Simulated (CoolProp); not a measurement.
Computed with CoolProp (reference Helmholtz-energy equation of state, Zhou 2012).

**Question.** Give the vapour pressure (kPa), liquid density (kg/m³), vapour density (kg/m³), enthalpy of vaporisation (kJ/kg) of saturated p-xylene at 136.95, 242.95, 295.95 °C.

**Answer.** 
| T (°C) | p (kPa) | liquid density (kg/m³) | vapour density (kg/m³) | enthalpy of vaporisation (kJ/kg) |
|---|---|---|---|---|
| 136.95 | 97.7 | 754 | 3.19 | 337 |
| 242.95 | 884 | 632 | 27.6 | 256 |
| 295.95 | 1930 | 542 | 68.7 | 189 |
